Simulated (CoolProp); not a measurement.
Computed with CoolProp (reference Helmholtz-energy equation of state, Pan 2012).

**Question.** Give the vapour pressure (MPa), enthalpy of vaporisation (kJ/kg), vapour viscosity (µPa s) of saturated R236FA at 312.7, 318.8, 324.9 K.

**Answer.** 
| T (K) | p (MPa) | enthalpy of vaporisation (kJ/kg) | vapour viscosity (µPa s) |
|---|---|---|---|
| 312.7 | 0.431 | 137 | 11.4 |
| 318.8 | 0.515 | 133 | 11.6 |
| 324.9 | 0.612 | 129 | 11.9 |

Viscosity comes from a separate model (Huber 2003), an estimate that may be off by 10 % or more.
